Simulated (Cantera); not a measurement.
An isothermal, constant-pressure homogeneous reactor starts with 34.8 % C3H8, 65.2 % H2, at 1925 K and 100.0 Torr.

Detailed kinetics in Cantera: GRI-Mech 3.0 (53 species, 325 reactions). GRI-Mech 3.0 was tuned for natural gas; its chemistry of propane as a main component is partial and can be far from experiment. GRI-Mech 3.0 stops at C3 and has no aromatics, soot or wall deposition, so with more carbon than oxygen in the feed, carbon stays in small species such as C2H2 where larger ones or solid carbon would form.

x: mole fraction; the columns are a selection and need not sum to one.

| t (s) | x C3H8 | x H2 | x C2H2 | x C2H | x CH3 |
|---|---|---|---|---|---|
| 2.00e-6 | 0.282 | 0.627 | 3.04e-5 | 7.64e-10 | 0.0347 |
| 7.66e-6 | 0.0960 | 0.543 | 0.00497 | ? | 0.0947 |
| 2.94e-5 | 0.000180 | 0.538 | 0.101 | ? | 0.0396 |
| 0.000112 | 1.15e-6 | 0.593 | 0.177 | ? | 0.0114 |
| 0.000431 | 2.25e-7 | 0.625 | 0.210 | ? | 0.00630 |
| 0.00165 | 8.15e-8 | 0.663 | 0.227 | ? | 0.00463 |
| 0.00632 | 7.57e-9 | 0.709 | 0.243 | ? | 0.00218 |
| 0.0242 | 1.89e-10 | 0.734 | 0.252 | 1.05e-5 | 0.000660 |
| 0.0928 | 4.43e-12 | 0.740 | 0.254 | 1.11e-5 | 0.000168 |
| 0.356 | <1e-12 | 0.742 | 0.255 | 1.12e-5 | 6.88e-5 |
| 1.36 | <1e-12 | 0.742 | 0.255 | 1.12e-5 | 6.35e-5 |
| 5.22 | <1e-12 | 0.742 | 0.255 | 1.12e-5 | 6.35e-5 |
| 20.0 | <1e-12 | 0.742 | 0.255 | 1.12e-5 | 6.35e-5 |

Complete the blanks.


- 7.66e-6, x C2H: 5.36e-7
- 2.94e-5, x C2H: 1.43e-5
- 0.000112, x C2H: 8.62e-6
- 0.000431, x C2H: 6.63e-6
- 0.00165, x C2H: 7.62e-6
- 0.00632, x C2H: 8.98e-6
